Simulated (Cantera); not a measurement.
**N₂O + H₂ + O₂ (abatement and gas-phase synthesis)**

Charge: 1 mol N₂O, 0.24 mol H₂, 1.4 mol O₂, at 44.0 mbar.

Method: chemical equilibrium by Gibbs-energy minimisation in Cantera with the NASA 1993 tables (ideal gas, pure condensed phases). Candidate condensed phases: H₂O; 24 gas species. Equilibrium is a limit: real reactors are often held back by kinetics, nucleation or transport.

```json
[
 {"T (°C)": "1202", "log p O₂": "-1.59", "log p N₂": "-1.84", "log p H₂O": "-2.46", "log p NO": "-4.29", "log p OH": "-5.16", "log p O": "-6.34", "log p H₂": "-7.53", "log p H": "-8.65"},
 {"T (°C)": "1302", "log p O₂": "-1.59", "log p N₂": "-1.84", "log p H₂O": "-2.46", "log p NO": "-4.08", "log p OH": "-4.79", "log p O": "-5.76", "log p H₂": "-6.97", "log p H": "-7.87"},
 {"T (°C)": "1402", "log p O₂": "-1.59", "log p N₂": "-1.84", "log p H₂O": "-2.46", "log p NO": "-3.90", "log p OH": "-4.47", "log p O": "-5.26", "log p H₂": "-6.48", "log p H": "-7.17"},
 {"T (°C)": "1502", "log p O₂": "-1.59", "log p N₂": "-1.84", "log p H₂O": "-2.46", "log p NO": "-3.74", "log p OH": "-4.19", "log p O": "-4.81", "log p H₂": "-6.04", "log p H": "-6.56"},
 {"T (°C)": "1602", "log p O₂": "-1.59", "log p N₂": "-1.84", "log p H₂O": "-2.46", "log p NO": "-3.60", "log p OH": "-3.93", "log p O": "-4.41", "log p H₂": "-5.65", "log p H": "-6.01"},
 {"T (°C)": "1702", "log p O₂": "-1.59", "log p N₂": "-1.84", "log p H₂O": "-2.47", "log p NO": "-3.47", "log p OH": "-3.71", "log p O": "-4.05", "log p H₂": "-5.30", "log p H": "-5.51"},
 {"T (°C)": "1802", "log p O₂": "-1.59", "log p N₂": "-1.84", "log p H₂O": "-2.48", "log p NO": "-3.36", "log p OH": "-3.50", "log p O": "-3.73", "log p H₂": "-4.99", "log p H": "-5.07"}
]
```
log p: log10 of the partial pressure in bar; nothing condenses.

From 1202 °C to 1802 °C nothing is condensed.
